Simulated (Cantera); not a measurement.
An isothermal, constant-pressure homogeneous reactor starts with CO : O2 : H2O : N2 = 0.001 : 0.0036 : 0.0032 : 1 (molar parts), equivalence ratio 0.14, at 1325 K and 100000 Pa.

Model: GRI-Mech 3.0 (53 species, 325 reactions), integrated in Cantera.

x: mole fraction; the columns are a selection and need not sum to one.

```csv
t (s),x CO,x O2,x H2O,x H2,x N2O,x NO,x CO2
3.00e-6,0.000992,0.00357,0.00318,<1e-12,<1e-12,<1e-12,3.15e-12
1.61e-5,0.000992,0.00357,0.00318,<1e-12,<1e-12,<1e-12,1.70e-11
8.66e-5,0.000992,0.00357,0.00318,<1e-12,<1e-12,<1e-12,9.25e-11
0.000465,0.000992,0.00357,0.00318,7.38e-12,<1e-12,<1e-12,6.01e-10
0.00250,0.000992,0.00357,0.00318,1.78e-9,5.21e-12,<1e-12,2.30e-8
0.0134,0.000510,0.00331,0.00310,3.38e-5,1.73e-7,1.69e-8,0.000482
0.0721,1.29e-5,0.00308,0.00317,1.59e-6,4.43e-7,7.93e-8,0.000980
0.387,2.50e-7,0.00308,0.00318,8.27e-8,2.60e-7,8.66e-8,0.000993
2.08,?,0.00308,0.00318,?,?,8.77e-8,0.000993
11.2,4.51e-9,0.00308,0.00318,7.74e-9,4.67e-9,8.79e-8,0.000993
60.0,4.50e-9,0.00308,0.00318,7.73e-9,4.66e-9,8.87e-8,0.000993
```

Question: What belongs in the gaps?

Answer: 
- 2.08, x CO: 8.62e-9
- 2.08, x H2: 1.26e-8
- 2.08, x N2O: 1.31e-8
